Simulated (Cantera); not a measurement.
**Equilibrium for fluorocarbon and chlorocarbon gases: C2F6 + HCl + H2**

A closed system holds: 1 mol C2F6, 0.65 mol HCl, a varied amount of H2, equilibrated at 975 K and 0.0133 bar.

Cantera equilibrium calculation (NASA polynomials, part measured and part estimated; ideal gas, pure solids and liquids). Candidate condensed phases: C, C6H6, C7H8, C8H18; 118 gas species. The feed counts by its element totals alone. Gases not in the tables: C2F6 and larger saturated fluorocarbons. The numbers say what is thermodynamically allowed, not how fast it happens.

From 0.44 mol H2 to 9.1 mol H2 the condensed part is C(graphite). The main C-bearing gas is CF4 at 0.44 mol H2 and CH4 at 9.1 mol H2.

| n(H2) (mol) | x HF | x H2 | x CF4 | x HCl | x Cl2 | x CClF3 | x CH4 | n C(graphite) |
|---|---|---|---|---|---|---|---|---|
| 0.44 | 0.350 | 3.43e-11 | 0.438 | 0.190 | 0.0174 | 0.00439 | <1e-12 | 0.745 |
| 0.56 | 0.401 | 4.73e-11 | 0.396 | 0.188 | 0.0123 | 0.00342 | <1e-12 | 0.799 |
| 0.73 | 0.467 | 6.90e-11 | 0.342 | 0.181 | 0.00786 | 0.00245 | <1e-12 | 0.878 |
| 0.94 | 0.538 | 1.01e-10 | 0.284 | 0.171 | 0.00479 | 0.00167 | <1e-12 | 0.979 |
| 1.2 | 0.613 | 1.47e-10 | 0.225 | 0.158 | 0.00279 | 0.00107 | <1e-12 | 1.11 |
| 1.6 | 0.706 | 2.37e-10 | 0.152 | 0.139 | 0.00136 | 0.000556 | <1e-12 | 1.30 |
| 2 | 0.778 | 3.61e-10 | 0.0964 | 0.124 | 0.000708 | 0.000285 | <1e-12 | 1.50 |
| 2.6 | 0.860 | 7.56e-10 | 0.0328 | 0.107 | 0.000249 | 7.53e-5 | <1e-12 | 1.80 |
| 3.3 | 0.863 | 0.0432 | <1e-12 | 0.0935 | 3.35e-12 | <1e-12 | 3.12e-6 | 2.00 |
| 4.3 | 0.755 | 0.163 | <1e-12 | 0.0818 | <1e-12 | <1e-12 | 4.47e-5 | 2.00 |
| 5.5 | 0.656 | 0.273 | <1e-12 | 0.0710 | <1e-12 | <1e-12 | 0.000125 | 2.00 |
| 7.1 | 0.558 | 0.381 | <1e-12 | 0.0605 | <1e-12 | <1e-12 | 0.000243 | 2.00 |
| 9.1 | 0.471 | 0.478 | <1e-12 | 0.0510 | <1e-12 | <1e-12 | 0.000382 | 2.00 |
x: gas mole fraction; n: condensed amount in mol.
